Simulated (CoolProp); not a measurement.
Decamethylcyclopentasiloxane (D5) along the isobar 1410 kPa: Z from the reference equation and from simpler models built on Tc = 345.1 °C, pc = 1078 kPa, ω = 0.631; each cubic takes its own stable root.

Computed with CoolProp (reference Helmholtz-energy equation of state, Thol 2019).

```tsv
T (°C)	phase	reference	Redlich-Kwong	Soave-Redlich-Kwong	Peng-Robinson
55.15	liquid	0.2073	___	0.2418	0.2155
68.65	liquid	0.2022	0.2490	0.2346	0.2090
82.05	liquid	0.1977	___	0.2283	0.2032
95.55	liquid	0.1935	0.2376	0.2225	0.1980
109.05	liquid	0.1897	0.2329	0.2174	0.1933
122.45	liquid	0.1864	0.2287	0.2129	0.1892
135.95	liquid	0.1834	0.2251	0.2089	___
149.45	liquid	0.1807	0.2220	0.2054	0.1824
162.85	liquid	0.1784	0.2194	0.2025	0.1797
176.35	liquid	0.1764	0.2172	0.2001	0.1774
189.85	liquid	___	0.2156	0.1982	0.1757
203.25	liquid	___	0.2145	0.1969	0.1744
216.75	liquid	0.1725	0.2140	___	0.1737
230.25	liquid	0.1719	0.2140	0.1961	0.1736
243.65	liquid	0.1718	0.2147	0.1967	0.1741
```

What belongs in the gaps?


- 55.15, Redlich-Kwong: 0.2557
- 82.05, Redlich-Kwong: 0.2430
- 135.95, Peng-Robinson: 0.1855
- 189.85, reference: 0.1748
- 203.25, reference: 0.1735
- 216.75, Soave-Redlich-Kwong: 0.1962
